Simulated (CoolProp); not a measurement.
Model: reference Helmholtz-energy equation of state, Thol 2015, in CoolProp.

Q: Give the vapour pressure (bar), liquid density (kg/m³), enthalpy of vaporisation (kJ/kg), liquid cp (kJ/(kg K)) of saturated octamethylcyclotetrasiloxane (D4) at 489.5, 495 K.

A: 
```tsv
T (K)	p (bar)	liquid density (kg/m³)	enthalpy of vaporisation (kJ/kg)	liquid cp (kJ/(kg K))
489.5	2.56	704	113	2.11
495	2.86	695	111	2.13
```
